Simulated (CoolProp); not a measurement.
Properties of water along the isotherm 421.15 °C.

The numbers come from the reference Helmholtz-energy equation of state, Wagner 2002 in CoolProp.

```json
[
 {"p (MPa)": "4.14", "phase": "gas", "cp (kJ/(kg K))": "___", "viscosity (µPa s)": "25.3"},
 {"p (MPa)": "8.27", "phase": "gas", "cp (kJ/(kg K))": "2.718", "viscosity (µPa s)": "___"},
 {"p (MPa)": "12.4", "phase": "gas", "cp (kJ/(kg K))": "3.237", "viscosity (µPa s)": "25.7"},
 {"p (MPa)": "16.5", "phase": "gas", "cp (kJ/(kg K))": "___", "viscosity (µPa s)": "26.2"},
 {"p (MPa)": "20.7", "phase": "gas", "cp (kJ/(kg K))": "___", "viscosity (µPa s)": "27.0"},
 {"p (MPa)": "24.8", "phase": "supercritical", "cp (kJ/(kg K))": "___", "viscosity (µPa s)": "___"},
 {"p (MPa)": "29", "phase": "supercritical", "cp (kJ/(kg K))": "___", "viscosity (µPa s)": "31.5"},
 {"p (MPa)": "33.1", "phase": "supercritical", "cp (kJ/(kg K))": "___", "viscosity (µPa s)": "37.6"}
]
```

Task: Fill in the missing entries.

Result: 
- 4.14, cp (kJ/(kg K)): 2.347
- 8.27, viscosity (µPa s): 25.4
- 16.5, cp (kJ/(kg K)): 3.985
- 20.7, cp (kJ/(kg K)): 5.171
- 24.8, cp (kJ/(kg K)): 7.135
- 24.8, viscosity (µPa s): 28.5
- 29, cp (kJ/(kg K)): 10.95
- 33.1, cp (kJ/(kg K)): 16.31

Viscosity comes from a separate model (Huber 2009).
